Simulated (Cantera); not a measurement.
Cantera run:

```python
import numpy as np
import cantera as ct

gas_names = """
    H HO2 H2 H2O H2O2 O OH O2 O3 Si SiH SiH2 SiH3 SiH4 SiO SiO2 Si2 Si3
""".split()
cond_names = """
    H2O(s) H2O(L) Si(cr) Si(L) SiO2(Lqz) SiO2(hqz) SiO2(L)
""".split()


# ... load() reads the species with a 1 bar reference pressure and builds the phases ...
atoms = {
    'Si': {'Si': 1},
    'H2O': {'H': 2, 'O': 1},
    'H2': {'H': 2},
}
top_T = {}  # K; cautious upper limits of use, not melting points


# ... equilibrate(T, P, feed) seeds the gas with the atoms and calls Mixture.equilibrate('TP', solver="vcs", rtol=1e-11, max_steps=5000) ...
results = []
feed = {'Si': 1, 'H2O': 0.0027, 'H2': 190}  # mol
T = 1800  # K
for P in [0.1, 0.6, 3.6, 22, 130, 770, 4600, 28000, 170000, 1000000]:
    mix = equilibrate(T, P, feed)
    results.append((T, P, feed, dict(zip(mix.species_names, mix.species_moles))))
    x = sorted(zip(gas.X, gas.species_names), reverse=True)
    print(f"T = {T:g} K  P = {P:g} Pa  gas = {mix.phase_moles(0):.4g} mol")
    print("   x: " + "  ".join(f"{s} {v:.3e}" for v, s in x if v > 0.001))
    print("   condensed (mol): " + ("  ".join(f"{mix.phase(i).name} {mix.phase_moles(i):.4g}"
          for i in range(1, mix.n_phases) if mix.phase_moles(i) > 1e-12) or "none"))
```

It prints:

```
T = 1800 K  P = 0.1 Pa  gas = 224.6 mol
   x: H2 6.967e-01  H 2.989e-01  Si 4.437e-03
   condensed (mol): none
T = 1800 K  P = 0.6 Pa  gas = 204.9 mol
   x: H2 8.596e-01  H 1.355e-01  Si 4.854e-03
   condensed (mol): none
T = 1800 K  P = 3.6 Pa  gas = 196.7 mol
   x: H2 9.371e-01  H 5.777e-02  Si 5.032e-03
   condensed (mol): none
T = 1800 K  P = 22 Pa  gas = 193.3 mol
   x: H2 9.711e-01  H 2.379e-02  Si 5.041e-03
   condensed (mol): none
T = 1800 K  P = 130 Pa  gas = 191.4 mol
   x: H2 9.875e-01  H 9.868e-03  Si 2.443e-03
   condensed (mol): Si(L) 0.4972
T = 1800 K  P = 770 Pa  gas = 190.5 mol
   x: H2 9.954e-01  H 4.071e-03
   condensed (mol): Si(L) 0.9039
T = 1800 K  P = 4600 Pa  gas = 190.2 mol
   x: H2 9.982e-01  H 1.668e-03
   condensed (mol): Si(L) 0.975
T = 1800 K  P = 28000 Pa  gas = 190.1 mol
   x: H2 9.993e-01
   condensed (mol): Si(L) 0.988
T = 1800 K  P = 170000 Pa  gas = 190 mol
   x: H2 9.997e-01
   condensed (mol): Si(L) 0.9903
T = 1800 K  P = 1e+06 Pa  gas = 190 mol
   x: H2 9.998e-01
   condensed (mol): Si(L) 0.9891
```

These are equilibrium values from Cantera (NASA tables, ideal gas, pure condensed phases), not measurements of a reactor. Gases not in the tables: Si2H6 and higher silanes.
